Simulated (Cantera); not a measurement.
Si2Cl6 + Cl2 + H2 (silicon epitaxy and polysilicon growth)

Input: 1 mol Si2Cl6, a varied amount of Cl2, 100 mol H2, at 900 K and 750 Torr.

Cantera equilibrium calculation (NASA polynomials, part measured and part estimated; ideal gas, pure solids and liquids). Candidate condensed phases: Si; 19 gas species. The feed counts by its element totals alone. The tables' values for SiCl3 are old estimates; treat these amounts as uncertain. Kinetics and transport are ignored.

From 0.033 mol Cl2 to 0.42 mol Cl2 the condensed part is Si(s). From 0.56 mol Cl2 to 0.98 mol Cl2 nothing is condensed. The main Si-bearing gas is SiHCl3 at 0.033 mol Cl2 and SiCl4 at 0.98 mol Cl2.

```json
[
 {"n(Cl2) (mol)": "0.033", "x H2": "0.981", "x SiCl4": "0.00746", "x SiHCl3": "0.00853", "x HCl": "0.00243", "x SiH2Cl2": "0.000926", "x SiCl3": "3.58e-5", "n Si(s)": "0.279"},
 {"n(Cl2) (mol)": "0.044", "x H2": "0.981", "x SiCl4": "0.00749", "x SiHCl3": "0.00856", "x HCl": "0.00244", "x SiH2Cl2": "0.000928", "x SiCl3": "3.60e-5", "n Si(s)": "0.273"},
 {"n(Cl2) (mol)": "0.058", "x H2": "0.980", "x SiCl4": "0.00753", "x SiHCl3": "0.00860", "x HCl": "0.00244", "x SiH2Cl2": "0.000930", "x SiCl3": "3.61e-5", "n Si(s)": "0.265"},
 {"n(Cl2) (mol)": "0.077", "x H2": "0.980", "x SiCl4": "0.00759", "x SiHCl3": "0.00864", "x HCl": "0.00244", "x SiH2Cl2": "0.000934", "x SiCl3": "3.63e-5", "n Si(s)": "0.254"},
 {"n(Cl2) (mol)": "0.1", "x H2": "0.980", "x SiCl4": "0.00765", "x SiHCl3": "0.00870", "x HCl": "0.00245", "x SiH2Cl2": "0.000938", "x SiCl3": "3.65e-5", "n Si(s)": "0.241"},
 {"n(Cl2) (mol)": "0.14", "x H2": "0.980", "x SiCl4": "0.00777", "x SiHCl3": "0.00879", "x HCl": "0.00246", "x SiH2Cl2": "0.000944", "x SiCl3": "3.70e-5", "n Si(s)": "0.218"},
 {"n(Cl2) (mol)": "0.18", "x H2": "0.980", "x SiCl4": "0.00788", "x SiHCl3": "0.00889", "x HCl": "0.00247", "x SiH2Cl2": "0.000951", "x SiCl3": "3.74e-5", "n Si(s)": "0.196"},
 {"n(Cl2) (mol)": "0.24", "x H2": "0.979", "x SiCl4": "0.00806", "x SiHCl3": "0.00904", "x HCl": "0.00248", "x SiH2Cl2": "0.000961", "x SiCl3": "3.80e-5", "n Si(s)": "0.162"},
 {"n(Cl2) (mol)": "0.32", "x H2": "0.979", "x SiCl4": "0.00829", "x SiHCl3": "0.00923", "x HCl": "0.00250", "x SiH2Cl2": "0.000975", "x SiCl3": "3.88e-5", "n Si(s)": "0.116"},
 {"n(Cl2) (mol)": "0.42", "x H2": "0.978", "x SiCl4": "0.00858", "x SiHCl3": "0.00947", "x HCl": "0.00252", "x SiH2Cl2": "0.000991", "x SiCl3": "3.98e-5", "n Si(s)": "0.0599"},
 {"n(Cl2) (mol)": "0.56", "x H2": "0.978", "x SiCl4": "0.00927", "x SiHCl3": "0.00944", "x HCl": "0.00273", "x SiH2Cl2": "0.000913", "x SiCl3": "3.97e-5", "n Si(s)": "0"},
 {"n(Cl2) (mol)": "0.74", "x H2": "0.976", "x SiCl4": "0.0112", "x SiHCl3": "0.00790", "x HCl": "0.00392", "x SiH2Cl2": "0.000530", "x SiCl3": "3.33e-5", "n Si(s)": "0"},
 {"n(Cl2) (mol)": "0.98", "x H2": "0.974", "x SiCl4": "0.0133", "x SiHCl3": "0.00600", "x HCl": "0.00615", "x SiH2Cl2": "0.000256", "x SiCl3": "2.53e-5", "n Si(s)": "0"}
]
```
x: gas mole fraction; n: condensed amount in mol.
